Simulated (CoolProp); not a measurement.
Properties of carbonyl sulfide along the isotherm 620 K (Tc = 378.8 K, pc = 6.369 MPa, ω = 0.098).

Computed with CoolProp (reference Helmholtz-energy equation of state, Lemmon 2006). It is a short technical equation, of lower accuracy than the large ones.

```
p (MPa)          phase  density (kg/m³)  speed of sound (m/s)  Joule-Thomson coefficient (K/MPa)  fugacity coefficient
-------  -------------  ---------------  --------------------  ---------------------------------  --------------------
3.57               gas            43.06                 314.7                              3.872                0.9660
7.14     supercritical            88.95                 311.8                              3.706                0.9346
10.7     supercritical            137.2                 311.4                              3.466                0.9058
14.3     supercritical            187.7                 314.0                              3.154                0.8796
17.9     supercritical            238.9                 320.0                              2.795                0.8562
21.4     supercritical            287.9                 329.2                              2.425                0.8365
25       supercritical            336.3                 342.0                              2.051                0.8192
28.6     supercritical            381.6                 357.7                              1.704                0.8049
32.1     supercritical            422.1                 375.1                              1.404                0.7937
35.7     supercritical            460.0                 394.4                              1.138                0.7849
39.3     supercritical            494.1                 414.7                             0.9133                0.7786
42.9     supercritical            525.0                 435.3                             0.7254                0.7744
46.4     supercritical            552.1                 455.4                             0.5727                0.7723
50       supercritical            577.5                 475.9                             0.4409                0.7720
```
